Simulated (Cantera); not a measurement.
A closed system holds: 1 mol SiCl4, 1.4 mol HCl, 3.9 mol H2, held at 975 K and 10000 Pa.

Method: chemical equilibrium by Gibbs-energy minimisation in Cantera with the NASA 1993 tables (ideal gas, pure condensed phases). Candidate condensed phases: Si; 19 gas species. The tables' values for SiCl3 are old estimates; treat these amounts as uncertain. Rates play no part.

Base state: H2 0.616, HCl 0.225, SiCl4 0.156, SiHCl3 0.00245, SiCl3 0.000123 (mole fractions); condensed: gas only.

Problem. What changes in the equilibrium state with this change: HCl from 1.4 to 5.2 mol?

Solution. 
```json
[
 {"species": "HCl", "before": "0.225", "after": "0.515"},
 {"species": "H2", "before": "0.616", "after": "0.386"},
 {"species": "SiCl4", "before": "0.156", "after": "0.0986"},
 {"species": "SiHCl3", "before": "0.00245", "after": "0.000422"},
 {"species": "SiCl3", "before": "0.000123", "after": "2.69e-5"}
]
```

Problem. What changes in the equilibrium state with this change: temperature from 975 K to 1250 K?

Solution. 
| species | before | after |
|---|---|---|
| H2 | 0.616 | 0.591 |
| HCl | 0.225 | 0.252 |
| SiCl4 | 0.156 | 0.130 |
| SiCl3 | 0.000123 | 0.0101 |
| SiHCl3 | 0.00245 | 0.0109 |
| SiCl2 | 2.76e-6 | 0.00557 |
| SiH2Cl2 | 4.02e-6 | 0.000123 |

Problem. What changes in the equilibrium state with this change: H2 from 3.9 to 0.61 mol?

Solution. 
```csv
species,before,after
HCl,0.225,0.466
SiCl4,0.156,0.331
H2,0.616,0.202
SiHCl3,0.00245,0.000820
SiCl3,0.000123,7.22e-5
```
